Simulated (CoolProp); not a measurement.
Ammonia along the isobar 19800 kPa: density (kg/m³) from the reference equation and from simpler models built on Tc = 405.6 K, pc = 11360 kPa, ω = 0.256; each cubic takes its own stable root.

Values from CoolProp's reference Helmholtz-energy equation of state, Gao 2020.

```
T (K)          phase  reference  Redlich-Kwong  Soave-Redlich-Kwong  Peng-Robinson
-----  -------------  ---------  -------------  -------------------  -------------
355.4         liquid      532.7          403.7                416.8            [?]
385.5         liquid        [?]          354.8                362.2          405.9
415.7  supercritical      387.5          292.2                286.7          316.0
445.8  supercritical      231.7          209.7                186.8          199.5
475.9  supercritical      146.2          146.8                131.4          138.7
506.1  supercritical      115.4          117.4                106.9          112.2
536.2  supercritical      98.53          100.7                92.64          96.69
566.4  supercritical      87.34          89.45                82.80          86.06
596.5  supercritical      79.20          81.16                  [?]            [?]
```

Q: What belongs in the gaps?

A: 
- 355.4, Peng-Robinson: 469.8
- 385.5, reference: 473.5
- 596.5, Soave-Redlich-Kwong: 75.47
- 596.5, Peng-Robinson: 78.19
